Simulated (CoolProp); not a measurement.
A closed Brayton cycle with nitrogen: compressor inlet 324.15 K and 3.4 MPa, high pressure 8.03 MPa, turbine inlet 905 K, compressor efficiency 0.85, turbine efficiency 0.85, recuperator effectiveness 0.8 (on enthalpy, no pinch check). Each further row changes one setting.

Values from CoolProp's reference Helmholtz-energy equation of state, Span 2000.

| case | thermal efficiency (%) | net work (kJ/kg) | compressor to turbine work | compressor exit (K) | turbine exit (K) |
|---|---|---|---|---|---|
| as stated | 26.8 | 67.3 | 0.62 | 431.2 | 749.3 |
| turbine inlet 855 K | 24.7 | 57.3 | 0.66 | 431.2 | 706.5 |
| compressor inlet 334.15 K | 25.6 | 63.7 | 0.65 | 444.3 | 749.3 |
| high pressure 6.83 MPa | 25.9 | 59.8 | 0.60 | 409.0 | 776.4 |
| recuperator effectiveness 0.5 | 18.9 | 67.3 | 0.62 | 431.2 | 749.3 |
